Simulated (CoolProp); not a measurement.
Vapour-liquid equilibrium of dimethyl carbonate (1) + n-decane (2) at 1.89 bar; x and y are mole fractions of (1).

Values from CoolProp's multi-fluid Helmholtz-energy mixture model, Zhou 2011 and Lemmon 2006; pair parameters Bell 2016.

Question: Give the bubble temperature and the first vapour's composition at x = 0.35, 0.55, 0.85. Is there an azeotrope?

Answer: x = 0.35: 395.2 K, y = 0.902; x = 0.55: 391.2 K, y = 0.921; x = 0.85: 387.1 K, y = 0.953. No azeotrope shows between x = 0.05 and 0.95.

The pair parameters rest on a limited set of measurements; away from them the model extrapolates. With so large a gap from Raoult's law the liquid may split in two, which this calculation doesn't test in full.
